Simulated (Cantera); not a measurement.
Mixture: C3H8 : O2 : N2 = 1 : 3.12 : 12.8 (molar parts), at 3000 Torr, adiabatic and at constant volume. Ignition delay is the time to a rise of 400 K.

Model: GRI-Mech 3.0 (53 species, 325 reactions), integrated in Cantera. GRI-Mech 3.0 was tuned for natural gas; its chemistry of propane as a main component is partial and can be far from experiment.

Question: Predict: delay at 1098 K; delay at 1148 K; delay at 1198 K; delay at 1248 K; delay at 1298 K; delay at 1348 K; delay at 1398 K; apparent activation energy between 1298 and 1398 K.

Answer: 
```
Item                                                     Value
--------------------------------------------------  ----------
delay at 1098 K                                        25.4 ms
delay at 1148 K                                        8.94 ms
delay at 1198 K                                        3.24 ms
delay at 1248 K                                        1.24 ms
delay at 1298 K                                       0.514 ms
delay at 1348 K                                       0.231 ms
delay at 1398 K                                       0.113 ms
apparent activation energy between 1298 and 1398 K  230 kJ/mol
```
